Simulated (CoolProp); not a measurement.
Vapour-liquid equilibrium of n-butane (1) + R245fa (2) at 317.7 K; x and y are mole fractions of (1).

Computed with CoolProp (multi-fluid Helmholtz-energy mixture model, Bücker 2006 and Akasaka 2015; pair parameters Bell 2016).

```json
[
 {"x": "0.05", "bubble pressure (kPa)": "354.7", "y at the bubble point": "0.204", "dew pressure at overall composition x (kPa)": "304.1", "liquid density (mol/L)": "9.516"},
 {"x": "0.125", "bubble pressure (kPa)": "425.4", "y at the bubble point": "0.367", "dew pressure at overall composition x (kPa)": "327.0", "liquid density (mol/L)": "9.431"},
 {"x": "0.2", "bubble pressure (kPa)": "472.2", "y at the bubble point": "0.455", "dew pressure at overall composition x (kPa)": "353.2", "liquid density (mol/L)": "9.352"},
 {"x": "0.275", "bubble pressure (kPa)": "502.2", "y at the bubble point": "0.510", "dew pressure at overall composition x (kPa)": "383.1", "liquid density (mol/L)": "…"},
 {"x": "0.35", "bubble pressure (kPa)": "520.9", "y at the bubble point": "0.546", "dew pressure at overall composition x (kPa)": "417.3", "liquid density (mol/L)": "9.225"},
 {"x": "0.425", "bubble pressure (kPa)": "532.3", "y at the bubble point": "0.573", "dew pressure at overall composition x (kPa)": "…", "liquid density (mol/L)": "9.182"},
 {"x": "0.5", "bubble pressure (kPa)": "539.2", "y at the bubble point": "0.595", "dew pressure at overall composition x (kPa)": "497.0", "liquid density (mol/L)": "9.154"},
 {"x": "0.575", "bubble pressure (kPa)": "542.8", "y at the bubble point": "…", "dew pressure at overall composition x (kPa)": "533.0", "liquid density (mol/L)": "9.144"},
 {"x": "0.65", "bubble pressure (kPa)": "543.6", "y at the bubble point": "0.638", "dew pressure at overall composition x (kPa)": "542.9", "liquid density (mol/L)": "9.154"},
 {"x": "0.725", "bubble pressure (kPa)": "…", "y at the bubble point": "0.667", "dew pressure at overall composition x (kPa)": "526.4", "liquid density (mol/L)": "9.183"},
 {"x": "0.8", "bubble pressure (kPa)": "531.7", "y at the bubble point": "0.707", "dew pressure at overall composition x (kPa)": "500.8", "liquid density (mol/L)": "…"},
 {"x": "0.875", "bubble pressure (kPa)": "511.8", "y at the bubble point": "0.769", "dew pressure at overall composition x (kPa)": "…", "liquid density (mol/L)": "9.300"},
 {"x": "0.95", "bubble pressure (kPa)": "472.5", "y at the bubble point": "0.877", "dew pressure at overall composition x (kPa)": "446.1", "liquid density (mol/L)": "9.385"}
]
```

**Question.** Some entries are withheld; supply them.

**Answer.** 
- 0.275, liquid density (mol/L): 9.283
- 0.425, dew pressure at overall composition x (kPa): 455.8
- 0.575, y at the bubble point: 0.616
- 0.725, bubble pressure (kPa): 540.7
- 0.8, liquid density (mol/L): 9.232
- 0.875, dew pressure at overall composition x (kPa): 473.1

y crosses x between x = 0.575 and 0.65: the model has an azeotrope there.

The pair parameters rest on a limited set of measurements; away from them the model extrapolates. With so large a gap from Raoult's law the liquid may split in two, which this calculation doesn't test in full.
